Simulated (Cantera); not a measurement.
Mixture: H2 : O2 : N2 = 2.1 : 0.806 : 3.03 (molar parts), equivalence ratio 1.3, at 2780 Torr, adiabatic and at constant pressure. Ignition delay is the time to a rise of 400 K.

Detailed kinetics in Cantera: GRI-Mech 3.0 (53 species, 325 reactions). The hydrogen kinetics of GRI-Mech 3.0 are dated; newer H2 mechanisms differ, most at raised pressure.

Question: Predict: delay at 1073 K; delay at 1123 K; delay at 1173 K; delay at 1223 K; delay at 1273 K; delay at 1323 K; apparent activation energy between 1223 and 1323 K.

Answer: 
```json
{
 "delay at 1073 K": "0.697 ms",
 "delay at 1123 K": "58.5 µs",
 "delay at 1173 K": "23.2 µs",
 "delay at 1223 K": "14.3 µs",
 "delay at 1273 K": "10.1 µs",
 "delay at 1323 K": "7.66 µs",
 "apparent activation energy between 1223 and 1323 K": "84 kJ/mol"
}
```
